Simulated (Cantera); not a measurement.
**Tantalum, niobium, vanadium and zirconium in process gases: Zr + N₂ + H₂O**

Charge: 1 mol Zr, 0.28 mol N₂, 0.73 mol H₂O, at 250000 Pa.

Equilibrium computed with Cantera from the NASA thermochemical tables; the gas is ideal and each condensed phase is pure. Candidate condensed phases: H₂O, Zr, ZrN, ZrO₂; 28 gas species. Mutual solubility and eutectic melting of coexisting phases are not modelled. ZrN: taken at fixed stoichiometry. Condensed phases not in the tables: solid solutions among these carbides, nitrides and lower oxides, N, O or C dissolved in the metal. Rates play no part.

```
T (K)   x H₂       x H     x H₂O     x ZrO  n Zr(β)  n ZrN(s)  n ZrO₂(monoclinic)  n ZrO₂(tetragonal)
-----  -----  --------  --------  --------  -------  --------  ------------------  ------------------
1250    1.00   3.06e-7  2.82e-11    <1e-12   0.0750     0.560               0.365                   0
1300   1.000   7.00e-7  8.44e-11    <1e-12   0.0750     0.560               0.365                   0
1350   1.000   1.51e-6  2.33e-10    <1e-12   0.0750     0.560               0.365                   0
1400   1.000   3.08e-6  5.95e-10    <1e-12   0.0750     0.560               0.365                   0
1450   1.000   5.98e-6   1.43e-9    <1e-12   0.0750     0.560               0.365                   0
1500   1.000   1.11e-5   3.20e-9    <1e-12   0.0750     0.560                   0               0.365
1550   1.000   1.99e-5   6.80e-9    <1e-12   0.0750     0.560                   0               0.365
1600   1.000   3.44e-5   1.38e-8  1.97e-12   0.0750     0.560                   0               0.365
1650   1.000   5.75e-5   2.67e-8  8.05e-12   0.0750     0.560                   0               0.365
1700   1.000   9.32e-5   4.96e-8  3.02e-11   0.0750     0.560                   0               0.365
1750   1.000  0.000147   8.91e-8  1.05e-10   0.0750     0.560                   0               0.365
1800   1.000  0.000226   1.55e-7  3.41e-10   0.0750     0.560                   0               0.365
1850   1.000  0.000341   2.61e-7   1.04e-9   0.0750     0.560                   0               0.365
```
x: gas mole fraction; n: condensed amount in mol.

From 1250 K to 1450 K the condensed part is Zr(β) + ZrN(s) + ZrO₂(monoclinic). From 1500 K to 1850 K the condensed part is Zr(β) + ZrN(s) + ZrO₂(tetragonal).
